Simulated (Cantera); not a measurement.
An isothermal, constant-pressure homogeneous reactor starts with C2H6 : N2 = 1 : 8 (molar parts), at 1398 K and 420 Pa. Integrator tolerance rtol = 1e-08.

Cantera simulation using GRI-Mech 3.0 (53 species, 325 reactions); the numbers are that mechanism's predictions, not measurements. GRI-Mech 3.0 stops at C3 and has no aromatics, soot or wall deposition, so with more carbon than oxygen in the feed, carbon stays in small species such as C2H2 where larger ones or solid carbon would form. Radical loss at walls, strong at low pressure, is not modelled.

Q: What does this change do: pressure from 420 Pa to 101000 Pa?

A: 
| quantity | before | after |
|---|---|---|
| x(C2H6) at 2.00 s | 2.74e-6 (gas-phase equilibrium 4.82e-10) | 2.02e-5 (gas-phase equilibrium 1.29e-5) |
| x(H2) at 2.00 s | 0.121 (gas-phase equilibrium 0.182) | 0.139 (gas-phase equilibrium 0.140) |
| x(CH4) at 2.00 s | 0.0398 (gas-phase equilibrium 0.000199) | 0.0273 (gas-phase equilibrium 0.0286) |
| x(CH2) at 2.00 s | 3.02e-9 (gas-phase equilibrium 8.53e-11) | 8.75e-11 (gas-phase equilibrium 6.58e-11) |
| x(CH3) at 2.00 s | 5.83e-5 (gas-phase equilibrium 6.87e-7) | 8.15e-6 (gas-phase equilibrium 7.24e-6) |
| x(C2H) at 2.00 s | 4.65e-9 (gas-phase equilibrium 8.14e-9) | 1.02e-9 (gas-phase equilibrium 4.59e-10) |

Q: What does this change do: C2H6 1 to 0.76 parts?

A: 
| quantity | before | after |
|---|---|---|
| x(C2H6) at 2.00 s | 2.74e-6 (gas-phase equilibrium 4.82e-10) | 2.43e-6 (gas-phase equilibrium 2.37e-10) |
| x(H2) at 2.00 s | 0.121 (gas-phase equilibrium 0.182) | 0.101 (gas-phase equilibrium 0.148) |
| x(CH4) at 2.00 s | 0.0398 (gas-phase equilibrium 0.000199) | 0.0305 (gas-phase equilibrium 0.000126) |
| x(CH2) at 2.00 s | 3.02e-9 (gas-phase equilibrium 8.53e-11) | 3.62e-9 (gas-phase equilibrium 6.63e-11) |
| x(CH3) at 2.00 s | 5.83e-5 (gas-phase equilibrium 6.87e-7) | 5.59e-5 (gas-phase equilibrium 4.82e-7) |
| x(C2H) at 2.00 s | 4.65e-9 (gas-phase equilibrium 8.14e-9) | 4.82e-9 (gas-phase equilibrium 6.72e-9) |
